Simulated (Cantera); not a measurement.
Standard-state values (1 bar) from the NASA 1993 polynomials, evaluated with Cantera. Values are per mole of reaction as written; species without (g) are pure solids or liquids, kept so even where they would boil at 1 bar.

3 Nb₂O₅ = O₃(g) + 6 NbO₂(g), with ΔH° = 4640.3 kJ and ΔS° = 1463.8 J/K at 300 K.

Problem. How far is the shortcut ΔG° ≈ ΔH°(300 K) − T·ΔS°(300 K) from the full temperature-dependent value at 2250, 2300, 2350, 2400, 2450, 2500, 2550, 2600, 2650, 2700, 2750 K?

Solution. 
| T (K) | shortcut (kJ) | full (kJ) | difference (kJ) | difference in log10 K | condensed phases |
|---|---|---|---|---|---|
| 2250 | 1346.7 | 1749.3 | -402.6 | 9.35 | Nb₂O₅(l) |
| 2300 | 1273.5 | 1699.8 | -426.2 | 9.68 | Nb₂O₅(l) |
| 2350 | 1200.3 | 1650.5 | -450.2 | 10.01 | Nb₂O₅(l) |
| 2400 | 1127.1 | 1601.6 | -474.5 | 10.33 | Nb₂O₅(l) |
| 2450 | 1053.9 | 1553.1 | -499.1 | 10.64 | Nb₂O₅(l) |
| 2500 | 980.8 | 1504.8 | -524.0 | 10.95 | Nb₂O₅(l) |
| 2550 | 907.6 | 1456.8 | -549.2 | 11.25 | Nb₂O₅(l) |
| 2600 | 834.4 | 1409.1 | -574.8 | 11.55 | Nb₂O₅(l) |
| 2650 | 761.2 | 1361.7 | -600.5 | 11.84 | Nb₂O₅(l) |
| 2700 | 688.0 | 1314.6 | -626.6 | 12.12 | Nb₂O₅(l) |
| 2750 | 614.8 | 1267.8 | -653.0 | 12.40 | Nb₂O₅(l) |
The shortcut ignores heat capacities and the phase changes listed.
